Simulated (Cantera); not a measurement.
Cantera with NASA thermochemical tables; ideal gases at 1 bar, condensed phases pure. Values are per mole of reaction as written; species without (g) are pure solids or liquids, kept so even where they would boil at 1 bar.

2 H(g) + CaBr2 ⇌ Ca + 2 HBr(g), with ΔH° = 174.3 kJ and ΔS° = 80.6 J/K at 300 K.

**Question.** How far is the shortcut ΔG° ≈ ΔH°(300 K) − T·ΔS°(300 K) from the full temperature-dependent value at 773, 923, 1073, 1223, 1373, 1523, 1673, 1823, 1973, 2123 K?

**Answer.** 
| T (K) | shortcut (kJ) | full (kJ) | difference (kJ) | difference in log10 K | condensed phases |
|---|---|---|---|---|---|
| 773 | 112.0 | 120.5 | -8.5 | 0.58 | CaBr2(s), Ca(s) |
| 923 | 99.9 | 113.4 | -13.4 | 0.76 | CaBr2(s), Ca(s) |
| 1073 | 87.8 | 108.7 | -20.9 | 1.02 | CaBr2(l), Ca(s) |
| 1223 | 75.7 | 106.9 | -31.1 | 1.33 | CaBr2(l), Ca(l) |
| 1373 | 63.6 | 105.6 | -42.0 | 1.60 | CaBr2(l), Ca(l) |
| 1523 | 51.5 | 105.2 | -53.7 | 1.84 | CaBr2(l), Ca(l) |
| 1673 | 39.5 | 105.5 | -66.0 | 2.06 | CaBr2(l), Ca(l) |
| 1823 | 27.4 | 106.4 | -79.0 | 2.26 | CaBr2(l), Ca(l) |
| 1973 | 15.3 | 107.8 | -92.5 | 2.45 | CaBr2(l), Ca(l) |
| 2123 | 3.2 | 109.8 | -106.6 | 2.62 | CaBr2(l), Ca(l) |
The shortcut ignores heat capacities and the phase changes listed.
